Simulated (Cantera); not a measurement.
A closed system holds: 1 mol SiH4, 4 mol HCl, 65 mol N2, equilibrated at 670 Pa.

Cantera equilibrium calculation (NASA polynomials, part measured and part estimated; ideal gas, pure solids and liquids). Candidate condensed phases: NH4Cl, Si, Si3N4; 28 gas species. N2 is the only nitrogen source here; it is nearly inert below about 1500 K, so the nitride shown seldom forms there in practice. The numbers say what is thermodynamically allowed, not how fast it happens.

Over these rows the condensed part is Si3N4(s). Partial pressures as log10 of bar:

| T (K) | 1000/T (1/K) | log p SiCl2 | log p N2 | log p HCl | log p H2 |
|---|---|---|---|---|---|
| 975 | 1.0256 | -9.02 | -2.21 | -3.44 | -3.70 |
| 1050 | 0.9524 | ? | -2.21 | -3.44 | -3.70 |
| 1125 | 0.8889 | -7.11 | -2.21 | -3.43 | -3.71 |
| 1200 | 0.8333 | -6.34 | -2.21 | -3.43 | -3.71 |
| 1275 | 0.7843 | -5.67 | -2.21 | -3.44 | -3.70 |
| 1350 | 0.7407 | -5.12 | -2.21 | -3.45 | -3.69 |

Task: Fit log p(SiCl2) = a + b·(1000/T) to the five rows, give the apparent enthalpy, and predict the row at 1050 K.

Result: Means: 1000/T = 0.8546, log p = -6.652. Sxy = -0.670812, Sxx = 0.0487865, so b = -13.75 and a = -6.652 − (-13.75)×0.8546 = 5.10.
Apparent enthalpy: −19.145 × (-13.75) = 263 kJ/mol. With the condensed phases at unit activity, 1/3 Si3N4(s) + 2 HCl(g) = SiCl2(g) + 2/3 N2(g) + H2(g) links this pressure to the main gases: over the six rows their terms move log p by -0.03 in all, so the slope is close to that reaction's ΔH°. The five rows lie within 0.04 of the line.
Prediction at 1050 K: 5.10 + (-13.75)×0.9524 = -8.00. The computed value is -7.99, 0.01 from the line.
